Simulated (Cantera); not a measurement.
Input (Python, Cantera) and output of one run.

```python
import numpy as np
import cantera as ct

gas_names = """
    B BH BH2 BH3 BN B2 H H2 N NH NH2 NH3 N2 N2H2 N2H4
""".split()
cond_names = """
    B(b) B(L) BN(s)
""".split()


# ... load() reads the species with a 1 bar reference pressure and builds the phases ...
atoms = {
    'BN': {'B': 1, 'N': 1},
    'H2': {'H': 2},
}
top_T = {'BN(s)': 3200}  # K; cautious upper limits of use, not melting points


# ... equilibrate(T, P, feed) seeds the gas with the atoms and calls Mixture.equilibrate('TP', solver="vcs", rtol=1e-11, max_steps=5000) ...
results = []
feed = {'BN': 1, 'H2': 0.037}  # mol
for P in [1, 7.2, 52, 370, 2700, 19000, 140000, 1000000]:
    for T in [2573, 2598, 2623, 2648, 2673, 2698, 2723, 2748, 2773, 2798, 2823, 2848, 2873, 2898]:
        mix = equilibrate(T, P, feed)
        results.append((T, P, feed, dict(zip(mix.species_names, mix.species_moles))))

for T, P, feed, n in results:
    print(f"{T:7g} {P:10.4g}  " + (" + ".join(c for c in cond_names if n.get(c, 0) > 1e-12) or "gas only"))
```

Output:

```
   2573          1  gas only
   2598          1  gas only
   2623          1  gas only
   2648          1  gas only
   2673          1  gas only
   2698          1  gas only
   2723          1  gas only
   2748          1  gas only
   2773          1  gas only
   2798          1  gas only
   2823          1  gas only
   2848          1  gas only
   2873          1  gas only
   2898          1  gas only
   2573        7.2  gas only
   2598        7.2  gas only
   2623        7.2  gas only
   2648        7.2  gas only
   2673        7.2  gas only
   2698        7.2  gas only
   2723        7.2  gas only
   2748        7.2  gas only
   2773        7.2  gas only
   2798        7.2  gas only
   2823        7.2  gas only
   2848        7.2  gas only
   2873        7.2  gas only
   2898        7.2  gas only
   2573         52  B(L)
   2598         52  B(L)
   2623         52  B(L)
   2648         52  gas only
   2673         52  gas only
   2698         52  gas only
   2723         52  gas only
   2748         52  gas only
   2773         52  gas only
   2798         52  gas only
   2823         52  gas only
   2848         52  gas only
   2873         52  gas only
   2898         52  gas only
   2573        370  B(L)
   2598        370  B(L)
   2623        370  B(L)
   2648        370  B(L)
   2673        370  B(L)
   2698        370  B(L)
   2723        370  B(L)
   2748        370  B(L)
   2773        370  B(L)
   2798        370  B(L)
   2823        370  B(L)
   2848        370  B(L)
   2873        370  B(L)
   2898        370  B(L)
   2573       2700  B(L)
   2598       2700  B(L)
   2623       2700  B(L)
   2648       2700  B(L)
   2673       2700  B(L)
   2698       2700  B(L)
   2723       2700  B(L)
   2748       2700  B(L)
   2773       2700  B(L)
   2798       2700  B(L)
   2823       2700  B(L)
   2848       2700  B(L)
   2873       2700  B(L)
   2898       2700  B(L)
   2573    1.9e+04  B(L) + BN(s)
   2598    1.9e+04  B(L)
   2623    1.9e+04  B(L)
   2648    1.9e+04  B(L)
   2673    1.9e+04  B(L)
   2698    1.9e+04  B(L)
   2723    1.9e+04  B(L)
   2748    1.9e+04  B(L)
   2773    1.9e+04  B(L)
   2798    1.9e+04  B(L)
   2823    1.9e+04  B(L)
   2848    1.9e+04  B(L)
   2873    1.9e+04  B(L)
   2898    1.9e+04  B(L)
   2573    1.4e+05  B(L) + BN(s)
   2598    1.4e+05  B(L) + BN(s)
   2623    1.4e+05  B(L) + BN(s)
   2648    1.4e+05  B(L) + BN(s)
   2673    1.4e+05  B(L) + BN(s)
   2698    1.4e+05  B(L) + BN(s)
   2723    1.4e+05  B(L) + BN(s)
   2748    1.4e+05  B(L) + BN(s)
   2773    1.4e+05  B(L) + BN(s)
   2798    1.4e+05  B(L)
   2823    1.4e+05  B(L)
   2848    1.4e+05  B(L)
   2873    1.4e+05  B(L)
   2898    1.4e+05  B(L)
   2573      1e+06  B(L) + BN(s)
   2598      1e+06  B(L) + BN(s)
   2623      1e+06  B(L) + BN(s)
   2648      1e+06  B(L) + BN(s)
   2673      1e+06  B(L) + BN(s)
   2698      1e+06  B(L) + BN(s)
   2723      1e+06  B(L) + BN(s)
   2748      1e+06  B(L) + BN(s)
   2773      1e+06  B(L) + BN(s)
   2798      1e+06  B(L) + BN(s)
   2823      1e+06  B(L) + BN(s)
   2848      1e+06  B(L) + BN(s)
   2873      1e+06  B(L) + BN(s)
   2898      1e+06  B(L) + BN(s)
```

These are equilibrium values from Cantera (NASA tables, ideal gas, pure condensed phases), not measurements of a reactor. Mutual solubility and eutectic melting of coexisting phases are not modelled.
